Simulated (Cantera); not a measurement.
## Thermodynamics of iron carbonyl, mercury and lead vapours, feed Pb + O2 + N2

A closed system holds: 1 mol Pb, a varied amount of O2, 62 mol N2, equilibrated at 975 K and 0.0500 bar.

Equilibrium computed with Cantera from the NASA thermochemical tables; the gas is ideal and each condensed phase is pure. Candidate condensed phases: Pb, PbO, PbO2, Pb3O4; 12 gas species. Rates play no part.

| n(O2) (mol) | log p N2 | log p O2 | log p Pb | log p NO | log p PbO | n Pb(l) | n PbO(yellow) |
|---|---|---|---|---|---|---|---|
| 0.14 | -1.30 | -13.04 | -5.04 | -11.41 | -6.89 | 0.709 | 0.280 |
| 0.17 | -1.30 | -13.04 | -5.04 | -11.41 | -6.89 | 0.649 | 0.340 |
| 0.21 | -1.30 | -13.04 | -5.04 | -11.41 | -6.89 | 0.569 | 0.420 |
| 0.27 | -1.30 | -13.04 | -5.04 | -11.41 | -6.89 | 0.449 | 0.540 |
| 0.33 | -1.30 | -13.04 | -5.04 | -11.41 | -6.89 | 0.329 | 0.660 |
| 0.42 | -1.30 | -13.04 | -5.04 | -11.41 | -6.89 | 0.149 | 0.840 |
| 0.52 | -1.30 | -4.79 | -9.16 | -7.28 | -6.89 | 0 | 1.000 |
| 0.65 | -1.30 | -3.92 | -9.60 | -6.85 | -6.89 | 0 | 1.000 |
| 0.82 | -1.30 | -3.59 | -9.76 | -6.68 | -6.89 | 0 | 1.000 |
| 1 | -1.30 | -3.40 | -9.86 | -6.59 | -6.89 | 0 | 1.000 |
log p: log10 of the partial pressure in bar; n: condensed amount in mol.

From 0.14 mol O2 to 0.42 mol O2 the condensed part is Pb(l) + PbO(yellow). From 0.52 mol O2 to 1 mol O2 the condensed part is PbO(yellow). The main Pb-bearing gas is Pb at 0.14 mol O2 and PbO at 1 mol O2.
